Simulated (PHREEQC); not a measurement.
Dissolve 0.0039 mol NH4HF2, 0.071 mol (NH4)2SiF6, 3.9e-05 mol HBF4 and 0.042 mol H2SO4 per kg of water at 35 °C. Closed to the air; pH follows from the charge balance.

Equilibrium calculation in PHREEQC: ion-association model, phreeqc.dat.

| quantity | before | after |
|---|---|---|
| pH | 1.36 | 2.19 |
| ionic strength (mol/kgw) | 0.280 | 0.113 |
| NH4+ (mol/kgw) | 0.141 | 0.00345 |
| HF (mol/kgw) | 0.0112 | 0.0668 |
| F- (mol/kgw) | 0.000226 | 0.00779 |
| BF4- (mol/kgw) | 3.44e-5 | 3.87e-5 |

Task: Which change was made?
A. H2SO4 left out
B. (NH4)2SiF6 from 0.071 to 0.106 mol/kgw
C. (NH4)2SiF6 replaced by (CH3)4NF at the same molality
D. 0.058 mol/kgw HCl added

Result: C, (NH4)2SiF6 replaced by (CH3)4NF at the same molality

Precipitation was switched off in this run. Some of these states are supersaturated (in Quartz (slow to form), Chalcedony (slow to form), for instance). SiF6-2 is the database's only silicon fluoride. Real BF4- forms and hydrolyses slowly; the run takes it at equilibrium.
